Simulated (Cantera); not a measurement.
A perfectly stirred reactor is fed with CH4 : C2H6 : O2 : N2 = 1 : 0.037 : 1.64 : 6.16 (molar parts), equivalence ratio 1.3, at 100000 Pa; it is adiabatic with a 350 K inlet, and is followed from long to short residence time, starting on the burning branch (τ in s: 0.38, 0.1, 0.029, 0.0079, 0.0022, 0.00059, 0.00016, 4.4e-05, 1.2e-05, 3.3e-06).

Model: GRI-Mech 3.0 (53 species, 325 reactions), integrated in Cantera.

One state of this run: T (K) = 1994; x CH4 = 0.000517; x C2H6 = 3.50e-6; x O2 = 0.00373; x NO = 0.000199; x C2H2 = 5.07e-5. x: mole fraction; the columns are a selection and need not sum to one.

Q: Which value of τ (s) does it belong to?
A. 3.3e-6
B. 0.00059
C. 0.029
D. 0.0079

A: B, 0.00059
